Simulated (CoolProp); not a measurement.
Saturation properties of n-heptane (Tc = 268.1 °C, pc = 2.774 MPa, ω = 0.349).

Values from CoolProp's reference Helmholtz-energy equation of state, Span 2003. It is a short technical equation, of lower accuracy than the large ones.

```tsv
T (°C)	p (MPa)	vapour density (kg/m³)	enthalpy of vaporisation (kJ/kg)	surface tension (mN/m)	liquid viscosity (µPa s)
4.75	0.002028	0.08821	377.6	21.8	492
32.85	0.008901	0.3539	360.2	19.0	359
60.85	0.02896	1.068	342.5	16.2	273
88.95	0.07614	2.649	323.6	13.6	214
117.05	0.1701	5.684	302.9	11.0	170
145.15	0.3356	11.00	279.5	8.49	137
173.15	0.6008	19.85	252.2	6.14	110
201.25	1.002	34.59	218.5	3.93	87.7
229.35	1.579	60.86	173.1	1.95	67.4
```

It boils at 98.4 °C under 1 atm.

Viscosity comes from a separate model (Michailidou 2014). Surface tension comes from a separate correlation (Mulero 2012).
